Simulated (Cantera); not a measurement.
An isothermal, constant-pressure homogeneous reactor starts with CH4 : H2 : H = 0.048 : 1 : 0.01 (molar parts), at 1350 K and 0.133 bar. Integrator tolerance rtol = 1e-08.

Cantera simulation using GRI-Mech 3.0 (53 species, 325 reactions); the numbers are that mechanism's predictions, not measurements. GRI-Mech 3.0 stops at C3 and has no aromatics, soot or wall deposition, so with more carbon than oxygen in the feed, carbon stays in small species such as C2H2 where larger ones or solid carbon would form.

What does this change do: pressure from 0.133 bar to 0.0460 bar?


```csv
quantity,before,after
x(CH4) at 10.0 s,0.0437 (gas-phase equilibrium 0.0372),0.0436 (gas-phase equilibrium 0.0227)
x(H2) at 10.0 s,0.955 (gas-phase equilibrium 0.959),0.955 (gas-phase equilibrium 0.966)
x(H) at 10.0 s,5.66e-6 (gas-phase equilibrium 6.43e-6),8.79e-6 (gas-phase equilibrium 1.10e-5)
x(C2H6) at 10.0 s,1.47e-6 (gas-phase equilibrium 2.54e-6),1.01e-6 (gas-phase equilibrium 9.35e-7)
x(C2H2) at 10.0 s,0.000752 (gas-phase equilibrium 0.00337),0.000871 (gas-phase equilibrium 0.0103)
```
Radical loss at walls, strong at low pressure, is not modelled.

What does this change do: temperature 1350 to 2625 K?


```csv
quantity,before,after
x(CH4) at 10.0 s,0.0437 (gas-phase equilibrium 0.0372),1.41e-5 (gas-phase equilibrium 1.43e-5)
x(H2) at 10.0 s,0.955 (gas-phase equilibrium 0.959),0.870 (gas-phase equilibrium 0.870)
x(H) at 10.0 s,5.66e-6 (gas-phase equilibrium 6.43e-6),0.109 (gas-phase equilibrium 0.109)
x(C2H6) at 10.0 s,1.47e-6 (gas-phase equilibrium 2.54e-6),8.77e-12 (gas-phase equilibrium 9.02e-12)
x(C2H2) at 10.0 s,0.000752 (gas-phase equilibrium 0.00337),0.0203 (gas-phase equilibrium 0.0203)
```
